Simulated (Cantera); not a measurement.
What does this Cantera script print?

```python
import numpy as np
import cantera as ct

gas = ct.Solution("h2o2.yaml")
gas.TPX = 1123, 2666, {'H2': 0.024, 'O2': 1, 'N2': 0.25}
reactor = ct.IdealGasConstPressureReactor(gas, energy="off", clone=False)
net = ct.ReactorNet([reactor])
net.rtol, net.atol = 1e-08, 1e-18
show = ['H2', 'O2', 'H2O2', 'HO2', 'OH', 'H', 'O']
times = np.geomspace(0.0002, 200, 13)

steps = ct.SolutionArray(gas, extra=["t"])
rows = []
print(f"{'t/s':>10s}{'T/K':>9s}{'P/Pa':>11s}" + "".join(f"{s:>11s}" for s in show))
for t in times:
    while net.time < t:
        t_next = net.step()
        steps.append(gas.state, t=t_next)
    rows.append([np.interp(t, steps.t, y) for y in (steps.T, steps.P, *steps(*show).X.T)])
    print(f"{t:10.3e}{rows[-1][0]:9.1f}{rows[-1][1]:11.4g}" + "".join(f"{x:11.3e}" for x in rows[-1][2:]))
rate = np.gradient(steps.T, steps.t)
print("integrator steps:", len(steps.t))
if steps.T.max() > steps.T[0] + 200:
    print(f"time of steepest temperature rise: {steps.t[rate.argmax()]:.4e} s")
gas.TPX = 1123, 2666, {'H2': 0.024, 'O2': 1, 'N2': 0.25}
gas.equilibrate("TP")
print(f"equilibrium (TP): T = {gas.T:.1f} K  " + "  ".join(f"{s} {gas[s].X[0]:.3e}" for s in show))
```

Result:

```
       t/s      T/K       P/Pa         H2         O2       H2O2        HO2         OH          H          O
 2.000e-04   1123.0       2666  1.884e-02  7.849e-01  1.717e-13  1.158e-09  9.766e-10  5.762e-10  1.327e-09
 6.325e-04   1123.0       2666  1.884e-02  7.849e-01  1.751e-12  3.857e-09  1.220e-08  5.526e-09  1.947e-08
 2.000e-03   1123.0       2666  1.881e-02  7.849e-01  8.544e-11  2.066e-07  9.349e-06  4.136e-06  1.523e-05
 6.325e-03   1123.0       2666  2.593e-04  7.717e-01  9.173e-08  4.179e-06  1.163e-03  1.730e-03  1.136e-02
 2.000e-02   1123.0       2666  8.938e-05  7.771e-01  6.973e-08  3.036e-06  7.268e-04  5.571e-04  5.927e-03
 6.325e-02   1123.0       2666  2.278e-05  7.813e-01  5.987e-08  1.644e-06  3.669e-04  7.171e-05  1.520e-03
 2.000e-01   1123.0       2666  3.280e-06  7.826e-01  3.577e-08  5.452e-07  1.417e-04  4.105e-06  2.256e-04
 6.325e-01   1123.0       2666  4.161e-07  7.828e-01  1.330e-08  1.242e-07  5.175e-05  1.975e-07  2.974e-05
 2.000e+00   1123.0       2666  6.312e-08  7.829e-01  3.672e-09  2.563e-08  2.059e-05  1.236e-08  4.679e-06
 6.325e+00   1123.0       2666  1.235e-08  7.829e-01  9.616e-10  6.118e-09  9.241e-06  1.117e-09  9.422e-07
 2.000e+01   1123.0       2666  2.962e-09  7.829e-01  2.659e-10  2.258e-09  4.566e-06  1.349e-10  2.302e-07
 6.325e+01   1123.0       2666  8.408e-10  7.829e-01  8.162e-11  1.894e-09  2.444e-06  2.075e-11  6.605e-08
 2.000e+02   1123.0       2666  3.551e-10  7.829e-01  3.633e-11  2.398e-09  1.590e-06  5.756e-12  2.798e-08
integrator steps: 2124
equilibrium (TP): T = 1123.0 K  H2 3.046e-10  O2 7.829e-01  H2O2 3.154e-11  HO2 2.540e-09  OH 1.472e-06  H 4.582e-12  O 2.399e-08
```

Computed with Cantera and the H2/O2 subset of GRI-Mech 3.0, which has no nitrogen chemistry. Radical loss at walls, strong at low pressure, is not modelled.
